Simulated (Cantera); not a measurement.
**Equilibrium for hydrogen reduction and annealing atmospheres: TiO2 + H2**

Input: 1 mol TiO2, 0.55 mol H2, equilibrated at 13.0 mbar.

Cantera equilibrium calculation (NASA polynomials, part measured and part estimated; ideal gas, pure solids and liquids). Candidate condensed phases: H2O, Ti, TiO, TiO2, Ti2O3, Ti3O5, Ti4O7; 12 gas species. Mutual solubility and eutectic melting of coexisting phases are not modelled. Condensed phases not in the tables: Magnéli phases beyond Ti4O7. Kinetics and transport are ignored.

From 1650 K to 1900 K the condensed part is TiO2(rutile) + Ti4O7(s). From 1950 K to 2050 K the condensed part is TiO2(rutile) + Ti4O7(l). From 2100 K to 2150 K the condensed part is Ti4O7(l).

```csv
T (K),x H2,x H2O,x H,x OH,x TiO2,n TiO2(rutile),n Ti4O7(s),n Ti4O7(l)
1650,0.957,0.0421,0.000779,1.55e-6,6.86e-9,0.907,0.0232,0
1700,0.943,0.0560,0.00125,3.85e-6,2.56e-8,0.877,0.0308,0
1750,0.925,0.0730,0.00196,9.08e-6,8.82e-8,0.839,0.0402,0
1800,0.904,0.0935,0.00299,2.04e-5,2.84e-7,0.794,0.0515,0
1850,0.878,0.117,0.00443,4.38e-5,8.55e-7,0.741,0.0648,0
1900,0.848,0.145,0.00641,9.01e-5,2.43e-6,0.680,0.0801,0
1950,0.815,0.176,0.00907,0.000178,6.51e-6,0.610,0,0.0974
2000,0.713,0.274,0.0120,0.000462,1.66e-5,0.392,0,0.152
2050,0.590,0.393,0.0153,0.00111,4.04e-5,0.125,0,0.219
2100,0.531,0.447,0.0199,0.00200,8.75e-5,0,0,0.250
2150,0.525,0.444,0.0268,0.00293,0.000172,0,0,0.250
```
x: gas mole fraction; n: condensed amount in mol.
